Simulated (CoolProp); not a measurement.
Vapour-liquid equilibrium of CH2F2 (R32) (1) + R125 (2) at -84.25 °C; x and y are mole fractions of (1).

Values from CoolProp's multi-fluid Helmholtz-energy mixture model, Tillner-Roth 1997 and Lemmon 2005; pair parameters Lemmon 2004.

```
x     bubble pressure (MPa)  y at the bubble point  dew pressure at overall composition x (MPa)  liquid density (mol/L)
----  ---------------------  ---------------------  -------------------------------------------  ----------------------
0.05                0.01151                  0.063                                      0.01148                   13.97
0.15                0.01184                  0.186                                      0.01174                   14.66
0.25                0.01219                  0.303                                      0.01203                   15.41
0.35                      …                  0.412                                            …                   16.24
0.45                0.01287                      …                                      0.01266                   17.17
0.55                0.01317                  0.606                                      0.01299                   18.19
0.65                      …                  0.693                                            …                   19.36
0.75                0.01362                  0.776                                      0.01357                   20.68
0.85                0.01376                  0.859                                            …                       …
0.95                0.01379                  0.949                                      0.01379                       …
```

### Question
Some entries are withheld; supply them.

### Answer

- 0.35, bubble pressure (MPa): 0.01254
- 0.35, dew pressure at overall composition x (MPa): 0.01234
- 0.45, y at the bubble point: 0.513
- 0.65, bubble pressure (MPa): 0.01342
- 0.65, dew pressure at overall composition x (MPa): 0.01330
- 0.85, dew pressure at overall composition x (MPa): 0.01375
- 0.85, liquid density (mol/L): 22.20
- 0.95, liquid density (mol/L): 23.97

y crosses x between x = 0.85 and 0.95: the model has an azeotrope there.

The pair parameters rest on a limited set of measurements; away from them the model extrapolates.
